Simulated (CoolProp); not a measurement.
A closed Brayton cycle with carbon dioxide: compressor inlet 317.15 K and 7.6 MPa, high pressure 15 MPa, turbine inlet 910 K, compressor efficiency 0.89, turbine efficiency 0.85, recuperator effectiveness 0.8 (on enthalpy, no pinch check). Each further row changes one setting.

Computed with CoolProp (reference Helmholtz-energy equation of state, Span 1996).

```
case                           thermal efficiency (%)  net work (kJ/kg)  compressor to turbine work  compressor exit (K)  turbine exit (K)
-----------------------------  ----------------------  ----------------  --------------------------  -------------------  ----------------
as stated                                        25.1              66.2                        0.31                371.6             827.6
turbine inlet 860 K                              24.5              60.5                        0.33                371.6             780.6
compressor inlet 327.15 K                        24.6               [?]                         [?]                385.6             827.6
high pressure 12.8 MPa                           21.7              52.3                        0.30                  [?]               [?]
recuperator effectiveness 0.5                    15.7              66.2                        0.31                371.6             827.6
```

Problem. What belongs in the gaps?

Solution. 
- compressor inlet 327.15 K, net work (kJ/kg): 61.7
- compressor inlet 327.15 K, compressor to turbine work: 0.36
- high pressure 12.8 MPa, compressor exit (K): 358.6
- high pressure 12.8 MPa, turbine exit (K): 846.4
